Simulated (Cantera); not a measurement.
An adiabatic, constant-volume homogeneous reactor starts with CH4 : O2 : N2 = 1 : 1.05 : 3.96 (molar parts), at 1475 K and 7500 Torr. Integrator tolerance rtol = 1e-08.

Model: GRI-Mech 3.0 (53 species, 325 reactions), integrated in Cantera.

What does this change do: initial temperature 1475 to 1623 K?


```
quantity                                                              before                                      after
---------------------------------  -----------------------------------------  -----------------------------------------
time of steepest temperature rise                                   0.298 ms                                    73.7 µs
temperature at 0.200 s                                                2875 K                                     2979 K
equilibrium temperature                                               2875 K                                     2979 K
x(CH4) at 0.200 s                    1.19e-9 (gas-phase equilibrium 1.34e-9)  7.74e-10 (gas-phase equilibrium 8.68e-10)
x(O2) at 0.200 s                     3.43e-5 (gas-phase equilibrium 3.43e-5)    7.51e-5 (gas-phase equilibrium 7.51e-5)
x(CH2) at 0.200 s                  1.24e-10 (gas-phase equilibrium 1.36e-10)  1.68e-10 (gas-phase equilibrium 1.83e-10)
x(HO2) at 0.200 s                    1.23e-7 (gas-phase equilibrium 1.23e-7)    2.65e-7 (gas-phase equilibrium 2.65e-7)
x(C2H6) at 0.200 s                     <1e-12 (gas-phase equilibrium <1e-12)      <1e-12 (gas-phase equilibrium <1e-12)
x(CH3) at 0.200 s                    1.15e-9 (gas-phase equilibrium 1.29e-9)    1.05e-9 (gas-phase equilibrium 1.18e-9)
```

What does this change do: pressure from 7500 Torr to 760 Torr?


```tsv
quantity	before	after
time of steepest temperature rise	0.298 ms	1.89 ms
temperature at 0.200 s	2875 K	2772 K
equilibrium temperature	2875 K	2772 K
x(CH4) at 0.200 s	1.19e-9 (gas-phase equilibrium 1.34e-9)	1.50e-11 (gas-phase equilibrium 1.70e-11)
x(O2) at 0.200 s	3.43e-5 (gas-phase equilibrium 3.43e-5)	0.000156 (gas-phase equilibrium 0.000156)
x(CH2) at 0.200 s	1.24e-10 (gas-phase equilibrium 1.36e-10)	8.27e-12 (gas-phase equilibrium 8.84e-12)
x(HO2) at 0.200 s	1.23e-7 (gas-phase equilibrium 1.23e-7)	1.71e-7 (gas-phase equilibrium 1.71e-7)
x(C2H6) at 0.200 s	<1e-12 (gas-phase equilibrium <1e-12)	<1e-12 (gas-phase equilibrium <1e-12)
x(CH3) at 0.200 s	1.15e-9 (gas-phase equilibrium 1.29e-9)	3.36e-11 (gas-phase equilibrium 3.79e-11)
```
